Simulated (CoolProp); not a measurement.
Vapour-liquid equilibrium of R113 (1) + n-hexane (2) at 0.00227 MPa; x and y are mole fractions of (1).

The numbers come from the multi-fluid Helmholtz-energy mixture model, Marx 1992 and Thol 2019; pair parameters Bell 2016 in CoolProp.

Q: Give the bubble temperature and the first vapour's composition at x = 0.35, 0.55, 0.85. Is there an azeotrope?

A: x = 0.35: -27.1 °C, y = 0.644; x = 0.55: -29.6 °C, y = 0.774; x = 0.85: -32.3 °C, y = 0.923. No azeotrope shows between x = 0.05 and 0.95.

Pair parameters are fitted to limited data, so mixtures are less certain than the pure fluids.
